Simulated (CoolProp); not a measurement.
Vapour-liquid equilibrium of n-butane (1) + cyclohexane (2) at 316.6 K; x and y are mole fractions of (1).

Model: multi-fluid Helmholtz-energy mixture model, Bücker 2006 and Zhou 2014; pair parameters Bell 2016, in CoolProp.

| x | bubble pressure, mixture model (kPa) | bubble pressure, Raoult's law (kPa) | y, mixture model | y, Raoult's law |
|---|---|---|---|---|
| 0.05 | 42.23 | 47.65 | 0.360 | 0.437 |
| 0.125 | 66.28 | 76.75 | 0.623 | 0.678 |
| 0.2 | 93.37 | 105.9 | 0.754 | 0.787 |
| 0.275 | 122.6 | 135.0 | 0.830 | 0.848 |
| 0.35 | 153.2 | 164.1 | 0.878 | 0.888 |
| 0.425 | 184.4 | 193.2 | 0.910 | 0.916 |
| 0.5 | 215.5 | 222.3 | 0.932 | 0.936 |
| 0.575 | 246.3 | 251.4 | 0.949 | 0.952 |
| 0.65 | 276.4 | 280.5 | 0.962 | 0.965 |
| 0.725 | 306.0 | 309.6 | 0.972 | 0.975 |
| 0.8 | 335.3 | 338.7 | 0.981 | 0.983 |
| 0.875 | 364.8 | 367.8 | 0.988 | 0.990 |
| 0.95 | 395.1 | 396.9 | 0.995 | 0.996 |

The largest gap from Raoult's law is -13.6 % in bubble pressure, at x = 0.125. No azeotrope shows between x = 0.05 and 0.95.

Pair parameters are fitted to limited data, so mixtures are less certain than the pure fluids.
